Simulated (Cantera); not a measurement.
A closed system holds: 1 mol Ta(OEt)5, 2.4 mol O2, 420 mol H2, at 2398 K and 0.00133 bar.

These are equilibrium values from Cantera (NASA tables, ideal gas, pure condensed phases), not measurements of a reactor. Candidate condensed phases: C, C6H6, C7H8, C8H18, H2O, Ta, TaC, Ta2O5; 113 gas species. The feed counts by its element totals alone. Mutual solubility and eutectic melting of coexisting phases are not modelled. TaC: taken at fixed stoichiometry. Condensed phases not in the tables: Ta2C, N, O or C dissolved in the metal. The numbers say what is thermodynamically allowed, not how fast it happens.

Base state: H2 0.637, H 0.344, CO 0.0183 (mole fractions); condensed: Ta(s) + TaC(s).

Task: What changes in the equilibrium state with this change: O2 from 2.4 to 0.12 mol?

Result: 
```
species            before     after
----------------  -------  --------
H2                  0.637     0.641
H                   0.344     0.345
CO                 0.0183   0.00990
C2H2 (acetylene)  3.38e-9   0.00334
C2H                 <1e-9  0.000103
C3                  <1e-9   4.67e-5
Ta(s), mol          0.794         0
TaC(s), mol         0.203      1.00
```
Condensed phases not in the tables: Ta2C.
